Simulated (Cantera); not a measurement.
Input (Python, Cantera):

```python
import numpy as np
import cantera as ct

gas = ct.Solution("gri30.yaml")


def delay(T, t_max=10):
    gas.TPX = T, 890000, {'CH4': 1, 'O2': 2.78, 'N2': 12.5}
    reactor = ct.IdealGasConstPressureReactor(gas, clone=False)
    net = ct.ReactorNet([reactor])
    net.rtol, net.atol = 1e-8, 1e-16
    while net.time < t_max:
        t_old, T_old = net.time, reactor.T
        net.step()
        if reactor.T > T + 400:  # ignition: a rise of 400 K
            return t_old + (T + 400 - T_old) / (reactor.T - T_old) * (net.time - t_old)
    return np.nan


taus = []
for T in [1000, 1100, 1200, 1300, 1400, 1500, 1600]:
    taus.append(delay(T))
    print(f"T0 = {T:6g} K   tau = {taus[-1]:.4e} s")
```

Result:

```
T0 =   1000 K   tau = 9.8036e-02 s
T0 =   1100 K   tau = 2.0311e-02 s
T0 =   1200 K   tau = 5.4183e-03 s
T0 =   1300 K   tau = 1.6695e-03 s
T0 =   1400 K   tau = 5.7129e-04 s
T0 =   1500 K   tau = 2.1383e-04 s
T0 =   1600 K   tau = 8.7211e-05 s
```

Computed with Cantera and GRI-Mech 3.0 (53 species, 325 reactions).
